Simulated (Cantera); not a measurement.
An adiabatic, constant-pressure homogeneous reactor starts with CO : H₂ : O₂ : N₂ = 1 : 0.084 : 1.26 : 4.74 (molar parts), equivalence ratio 0.43, at 1400 K and 1800 Torr.

Computed with Cantera and GRI-Mech 3.0 (53 species, 325 reactions). The hydrogen kinetics of GRI-Mech 3.0 are dated; newer H2 mechanisms differ, most at raised pressure.

One state of this run: T (K) = 2349; x CO = 0.0201; x H₂ = 0.000252; x O₂ = 0.114; x CO₂ = 0.130; x NO = 0.000347; x HO₂ = 3.72e-6. x: mole fraction; the columns are a selection and need not sum to one.

### Question
Which value of t (s) does it belong to?
A. 0.465
B. 2.00
C. 0.000317
D. 7.39e-5

### Answer
C, 0.000317
